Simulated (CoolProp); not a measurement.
Vapour-liquid equilibrium of R13 (1) + R113 (2) at 253.5 K; x and y are mole fractions of (1).

Model: multi-fluid Helmholtz-energy mixture model, Platzer 1990 and Marx 1992; pair parameters Bell 2016, in CoolProp. This equation is an older, rougher fit; its heat capacities, sound speeds and derivatives of the liquid may be far off and weren't checked against measurements.

```json
[
 {"x": "0.05", "bubble pressure (MPa)": "0.08601", "y at the bubble point": "0.939", "dew pressure at overall composition x (MPa)": "0.005586", "liquid density (mol/L)": "9.050"},
 {"x": "0.125", "bubble pressure (MPa)": "0.1975", "y at the bubble point": "0.974", "dew pressure at overall composition x (MPa)": "0.006065", "liquid density (mol/L)": "9.287"},
 {"x": "0.2", "bubble pressure (MPa)": "0.2989", "y at the bubble point": "0.983", "dew pressure at overall composition x (MPa)": "0.006634", "liquid density (mol/L)": "9.532"},
 {"x": "0.275", "bubble pressure (MPa)": "0.3917", "y at the bubble point": "0.987", "dew pressure at overall composition x (MPa)": "0.007321", "liquid density (mol/L)": "9.785"},
 {"x": "0.35", "bubble pressure (MPa)": "0.4772", "y at the bubble point": "0.990", "dew pressure at overall composition x (MPa)": "0.008166", "liquid density (mol/L)": "10.04"},
 {"x": "0.425", "bubble pressure (MPa)": "0.5568", "y at the bubble point": "0.992", "dew pressure at overall composition x (MPa)": "0.009232", "liquid density (mol/L)": "10.31"},
 {"x": "0.5", "bubble pressure (MPa)": "0.6317", "y at the bubble point": "0.993", "dew pressure at overall composition x (MPa)": "0.01062", "liquid density (mol/L)": "10.58"},
 {"x": "0.575", "bubble pressure (MPa)": "0.7034", "y at the bubble point": "0.994", "dew pressure at overall composition x (MPa)": "0.01249", "liquid density (mol/L)": "10.85"},
 {"x": "0.65", "bubble pressure (MPa)": "0.7733", "y at the bubble point": "0.995", "dew pressure at overall composition x (MPa)": "0.01517", "liquid density (mol/L)": "11.11"},
 {"x": "0.725", "bubble pressure (MPa)": "0.8433", "y at the bubble point": "0.996", "dew pressure at overall composition x (MPa)": "0.01930", "liquid density (mol/L)": "11.37"},
 {"x": "0.8", "bubble pressure (MPa)": "0.9157", "y at the bubble point": "0.997", "dew pressure at overall composition x (MPa)": "0.02653", "liquid density (mol/L)": "11.60"},
 {"x": "0.875", "bubble pressure (MPa)": "0.9939", "y at the bubble point": "0.998", "dew pressure at overall composition x (MPa)": "0.04242", "liquid density (mol/L)": "11.79"},
 {"x": "0.95", "bubble pressure (MPa)": "1.083", "y at the bubble point": "0.999", "dew pressure at overall composition x (MPa)": "0.1056", "liquid density (mol/L)": "11.90"}
]
```

No azeotrope shows between x = 0.05 and 0.95.

Pair parameters are fitted to limited data, so mixtures are less certain than the pure fluids. The gap from Raoult's law changes sign with composition, which may be real or a fault of the pair parameters; it wasn't checked against measurements.
